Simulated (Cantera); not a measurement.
Charge: 1 mol MgO, 1.9 mol SO2, 0.65 mol N2, at 1050 K and 10.0 Torr.

Cantera equilibrium calculation (NASA polynomials, part measured and part estimated; ideal gas, pure solids and liquids). Candidate condensed phases: Mg, MgO, MgS, MgSO4, S; 22 gas species. Equilibrium is a limit: real reactors are often held back by kinetics, nucleation or transport.

Task: What is the equilibrium state?

Result: 
```json
{
  "x(SO2)": "0.745",
  "x(N2)": "0.255",
  "x(SO3)": "2.51e-6",
  "x(SO)": "2.48e-6",
  "n(MgO(s))": "1.00 mol",
  "gas_amount": "2.550 mol",
  "log10 activity of S(l) (absent)": "-5.69",
  "log10 activity of Mg(l) (absent)": "-18.76"
}
```
